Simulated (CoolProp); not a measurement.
Vapour-liquid equilibrium of p-xylene (1) + n-nonane (2) at 40.5 kPa; x and y are mole fractions of (1).

The numbers come from the multi-fluid Helmholtz-energy mixture model, Zhou 2012 and Lemmon 2006; pair parameters Bell 2016 in CoolProp.

```tsv
x	bubble temperature, mixture model (K)	bubble temperature, Raoult's law (K)	y, mixture model	y, Raoult's law
0.05	391.5	391.7	0.075	0.071
0.125	390.3	390.6	0.178	0.173
0.2	389.2	389.6	0.273	0.268
0.275	___	388.6	0.360	0.358
0.35	387.2	387.7	0.441	0.442
0.425	___	386.7	0.518	0.522
0.5	385.4	385.8	0.591	0.597
0.575	384.6	384.9	0.660	0.667
0.65	383.8	384.0	0.727	0.734
0.725	383.0	383.2	0.790	0.797
0.8	382.2	382.3	0.851	0.856
0.875	381.5	381.5	___	0.913
0.95	380.7	380.7	0.965	0.966
```

Q: What belongs in the gaps?

A: 
- 0.275, bubble temperature, mixture model (K): 388.2
- 0.425, bubble temperature, mixture model (K): 386.3
- 0.875, y, mixture model: 0.909

The largest gap from Raoult's law is -0.5 K in bubble temperature, at x = 0.35. No azeotrope shows between x = 0.05 and 0.95.

The pair parameters rest on a limited set of measurements; away from them the model extrapolates.
